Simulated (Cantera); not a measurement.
A closed system holds: 1 mol C2H2, 0.31 mol NH3, at 2725 °C and 0.133 bar.

Equilibrium computed with Cantera from the NASA thermochemical tables; the gas is ideal and each condensed phase is pure. Candidate condensed phases: C, C6H6, C7H8, C8H18; 92 gas species. Rates play no part.

Base state: H2 0.541, H 0.316, N2 0.0579, HCN 0.0353, C2H2 (acetylene) 0.0335, HNC 0.00665, C2H 0.00335, C3 0.00229 (mole fractions); condensed: C(graphite).

Question: What changes in the equilibrium state with this change: temperature from 2725 °C to 1677 °C?

Answer: 
```json
[
 {"species": "H2", "before": "0.541", "after": "0.899"},
 {"species": "N2", "before": "0.0579", "after": "0.0937"},
 {"species": "HCN", "before": "0.0353", "after": "0.00350"},
 {"species": "H", "before": "0.316", "after": "0.00298"},
 {"species": "C2H2 (acetylene)", "before": "0.0335", "after": "0.000491"},
 {"species": "C3", "before": "0.00229", "after": "<1e-9"},
 {"species": "C", "before": "0.000373", "after": "<1e-9"},
 {"species": "C(graphite), mol", "before": "1.75", "after": "1.99"}
]
```

Question: What changes in the equilibrium state with this change: NH3 from 0.31 to 0.075 mol?

Answer: 
```tsv
species	before	after
H2	0.541	0.588
H	0.316	0.329
C2H2 (acetylene)	0.0335	0.0363
N2	0.0579	0.0153
HCN	0.0353	0.0189
C2N2	5.42e-5	1.43e-5
CN	0.00212	0.00109
HNC	0.00665	0.00356
C(graphite), mol	1.75	1.84
```
